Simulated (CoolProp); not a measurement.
Properties of fluorine along the isotherm 26.85 °C (Tc = -128.7 °C, pc = 5.240 MPa, ω = 0.045).

The numbers come from the reference Helmholtz-energy equation of state, de Reuck 1990 in CoolProp.

| p (MPa) | phase | cv (kJ/(kg K)) | Joule-Thomson coefficient (K/MPa) | fugacity coefficient |
|---|---|---|---|---|
| 1.82 | gas | 0.6066 | 1.848 | 0.9928 |
| 3.64 | gas | 0.6079 | 1.770 | 0.9857 |
| 5.45 | supercritical | 0.6097 | 1.669 | 0.9789 |
| 7.27 | supercritical | 0.6120 | ? | 0.9727 |
| 9.09 | supercritical | 0.6147 | 1.455 | ? |
| 10.9 | supercritical | 0.6176 | 1.360 | 0.9622 |
| 12.7 | supercritical | ? | 1.274 | 0.9580 |
| 14.5 | supercritical | 0.6236 | ? | 0.9545 |
| 16.4 | supercritical | 0.6267 | 1.121 | 0.9514 |
| 18.2 | supercritical | 0.6295 | ? | 0.9491 |
| 20 | supercritical | 0.6320 | ? | 0.9473 |

### Question
Fill in the missing entries.

### Answer

- 7.27, Joule-Thomson coefficient (K/MPa): 1.560
- 9.09, fugacity coefficient: 0.9671
- 12.7, cv (kJ/(kg K)): 0.6206
- 14.5, Joule-Thomson coefficient (K/MPa): 1.197
- 18.2, Joule-Thomson coefficient (K/MPa): 1.052
- 20, Joule-Thomson coefficient (K/MPa): 0.9835
